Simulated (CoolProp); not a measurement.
Aqueous calcium chloride as a coolant, at 19 °C, 1 atm.

Model: Melinder's fits for secondary coolants, in CoolProp.

```csv
mass %,freezing point (°C),density (kg/m³),Prandtl number,cp (kJ/(kg K)),viscosity (mPa s)
3.2,-1.5,1024,7.51,3.989,1.12
6.2,-3.1,1051,7.77,3.817,1.20
9.2,-5.2,1078,8.09,3.650,1.30
12.2,-7.9,1107,8.52,3.487,1.42
15.2,-11.3,1135,9.12,3.332,1.59
18.2,-15.4,1164,9.96,3.188,1.80
21.2,-20.4,1192,11.1,3.059,2.08
```
